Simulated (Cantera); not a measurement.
## N2O furnace oxynitridation

An isothermal, constant-pressure homogeneous reactor starts with N2O : H2 : N2 = 1 : 0.0062 : 4.7 (molar parts), at 1550 K and 2670 Pa.

Detailed kinetics in Cantera: GRI-Mech 3.0 (53 species, 325 reactions). GRI-Mech 3.0 was tuned for natural gas; its chemistry of N2O as a main component is partial and can be far from experiment. Radical loss at walls, strong at low pressure, is not modelled. The temperature is held fixed by assumption; the heat of reaction is taken as removed at once.

```csv
t (s),x N2O,x H2,x H,x H2O,x O,x NO,x N2
2.00e-6,0.175,0.00109,2.18e-10,<1e-12,4.76e-7,5.45e-10,0.824
6.55e-6,0.175,0.00109,2.23e-9,5.77e-12,1.55e-6,5.86e-9,0.824
2.15e-5,0.175,0.00109,2.04e-8,2.17e-10,4.98e-6,6.21e-8,0.824
7.03e-5,0.175,0.00109,1.42e-7,8.70e-9,1.53e-5,6.45e-7,0.824
0.000230,0.175,0.00108,6.38e-7,3.31e-7,4.15e-5,6.16e-6,0.824
0.000754,0.175,0.00106,2.19e-6,9.44e-6,7.88e-5,4.67e-5,0.824
0.00247,0.174,0.000870,5.04e-6,0.000148,8.89e-5,0.000234,0.824
0.00809,0.170,0.000320,2.79e-6,0.000691,9.71e-5,0.000863,0.826
0.0265,0.161,2.66e-5,6.56e-7,0.00102,0.000104,0.00289,0.830
0.0869,0.135,3.67e-7,5.22e-7,0.00104,0.000105,0.00893,0.841
0.285,0.0765,3.88e-7,7.06e-7,0.00101,0.000101,0.0222,0.866
0.932,0.0129,5.74e-7,1.04e-6,0.000975,9.12e-5,0.0359,0.894
3.05,0.000127,1.74e-7,1.54e-7,0.000984,2.30e-5,0.0383,0.900
10.0,4.51e-7,8.98e-8,5.86e-8,0.000989,1.20e-5,0.0383,0.900
```
x: mole fraction; the columns are a selection and need not sum to one.

Equilibrium at this temperature and pressure: N2O 1.10e-8, H2 7.80e-8, H 5.43e-8, H2O 0.000988, O 1.36e-5, NO 0.00104, N2 0.918 (gas phase only).
